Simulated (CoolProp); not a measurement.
Vapour-liquid equilibrium of propylene (1) + dimethyl ether (2) at 1.6 MPa; x and y are mole fractions of (1).

The numbers come from the multi-fluid Helmholtz-energy mixture model, Lemmon 2013 and Wu 2011; pair parameters Bell 2016 in CoolProp.

```csv
x,bubble temperature (°C),y at the bubble point,dew temperature at overall composition x (°C),liquid density (mol/L)
0.05,62.5,0.080,63.2,12.76
0.125,59.7,0.190,61.3,12.67
0.2,57.1,0.289,59.4,12.58
0.275,54.7,0.380,57.5,12.48
0.35,52.4,0.462,55.5,12.38
0.425,50.4,0.538,53.4,12.27
0.5,48.4,0.607,51.4,12.16
0.575,46.7,0.673,49.3,12.05
0.65,45.0,0.734,47.3,11.94
0.725,43.5,0.793,45.3,11.83
0.8,42.1,0.850,43.3,11.72
0.875,40.7,0.907,41.5,11.61
0.95,39.5,0.962,39.7,11.50
```

No azeotrope shows between x = 0.05 and 0.95.

The pair parameters rest on a limited set of measurements; away from them the model extrapolates.
